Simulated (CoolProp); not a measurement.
Aqueous methanol as a coolant, at -17 °C, 1 atm.

Values from CoolProp's Melinder's fits for secondary coolants.

| mass % | freezing point (°C) | conductivity (W/(m K)) | viscosity (mPa s) | Prandtl number | cp (kJ/(kg K)) |
|---|---|---|---|---|---|
| 23.8 | (withheld) | 0.428 | (withheld) | (withheld) | 3.886 |
| 28.8 | -24.3 | 0.409 | 7.94 | 72.7 | 3.749 |
| 33.7 | -30.2 | 0.391 | (withheld) | 74.1 | 3.627 |
| 38.7 | -36.9 | 0.373 | (withheld) | 73.1 | (withheld) |
| 43.6 | -44.1 | 0.356 | 7.32 | 70.1 | 3.403 |
| 48.6 | -52.1 | 0.340 | 6.75 | 65.4 | 3.290 |

Question: Complete the blanks.

Answer: 
- 23.8, freezing point (°C): -18.9
- 23.8, viscosity (mPa s): 7.60
- 23.8, Prandtl number: 69.0
- 33.7, viscosity (mPa s): 7.98
- 38.7, viscosity (mPa s): 7.75
- 38.7, cp (kJ/(kg K)): 3.512
